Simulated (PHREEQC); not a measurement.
PHREEQC input (ion-association model, wateq4f.dat):

```
SOLUTION_MASTER_SPECIES
  An  An-  0  An  62.0  # stands for a non-complexing anion
SOLUTION_SPECIES
  An- = An-
    -log_k 0
    -gamma 3.0 0
PHASES
  Fix_H+
    H+ = H+
    -log_k 0
SOLUTION 1
  temp 25
  units mmol/kgw
  pH 7 charge
  Na 300
  An 300
END
SELECTED_OUTPUT 1
  -reset false
  -pH true
  -pe true
  -ionic_strength true
  -water true
  -totals Na
  -molalities Hfo_wOH Hfo_wOH2+ Hfo_wO- Hfo_sOH Hfo_sOH2+ Hfo_sO-
USER_PUNCH 1
  -headings sigma psi
  10 PUNCH EDL("sigma", "Hfo"), EDL("psi", "Hfo")
PRINT
  -reset false
USE solution 1
SURFACE 1
  Hfo_wOH 5.39326e-05 600 0.024
  Hfo_sOH 1.34831e-06
EQUILIBRIUM_PHASES 1
  Fix_H+ -3 HAn 10
    -force_equality true
  O2(g) -0.68 10
END
# ... the last block is repeated for the other 16 points of pH, with NaOH or the acid as the point needs
```

Selected output (columns that matter, 14 of 17 rows; pH added in front):

```
pH	mu	Na	m_Hfo_wOH	m_Hfo_wOH2+	m_Hfo_wO-	m_Hfo_sOH	m_Hfo_sOH2+	m_Hfo_sO-	sigma	psi
3	0.30131	0.3	3.6419e-07	5.3568e-05	5.6722e-11	9.1048e-09	1.3392e-06	1.4181e-12	0.36793	0.12555
3.38	0.30056	0.3	8.5227e-07	5.308e-05	3.1349e-10	2.1307e-08	1.327e-06	7.8372e-12	0.36458	0.12515
3.75	0.30025	0.3	1.8862e-06	5.2045e-05	1.5661e-09	4.7156e-08	1.3011e-06	3.9152e-11	0.35746	0.12418
4.5	0.30006	0.3	7.5307e-06	4.6374e-05	2.8016e-08	1.8827e-07	1.1593e-06	7.0039e-10	0.31832	0.11835
4.88	0.30004	0.3	1.2671e-05	4.1172e-05	8.9341e-08	3.1678e-07	1.0293e-06	2.2335e-09	0.28217	0.11229
5.25	0.30002	0.3	1.8538e-05	3.5171e-05	2.2383e-07	4.6344e-07	8.7927e-07	5.5958e-09	0.24003	0.10423
5.62	0.30002	0.3	2.4412e-05	2.9051e-05	4.6993e-07	6.1029e-07	7.2627e-07	1.1748e-08	0.19631	0.09432
6.38	0.30001	0.3	3.4089e-05	1.8396e-05	1.4471e-06	8.5222e-07	4.5991e-07	3.6177e-08	0.11642	0.069679
6.75	0.30001	0.3	3.7209e-05	1.4543e-05	2.1809e-06	9.3021e-07	3.6358e-07	5.4521e-08	0.08491	0.056079
7.12	0.3	0.3	3.9339e-05	1.1514e-05	3.0791e-06	9.8348e-07	2.8785e-07	7.6978e-08	0.057935	0.041622
7.5	0.3	0.3	4.0667e-05	9.105e-06	4.161e-06	1.0167e-06	2.2762e-07	1.0402e-07	0.033958	0.026026
8.25	0.3	0.3	4.1363e-05	5.7347e-06	6.8347e-06	1.0341e-06	1.4337e-07	1.7087e-07	-0.0075555	-0.0060277
8.62	0.30001	0.30001	4.0894e-05	4.4724e-06	8.5661e-06	1.0223e-06	1.1181e-07	2.1415e-07	-0.028118	-0.021821
9	0.30002	0.30002	3.9766e-05	3.3484e-06	1.0819e-05	9.9413e-07	8.3711e-08	2.7046e-07	-0.051309	-0.037584
```

The oxide is taken as insoluble; below pH 4 it would dissolve.
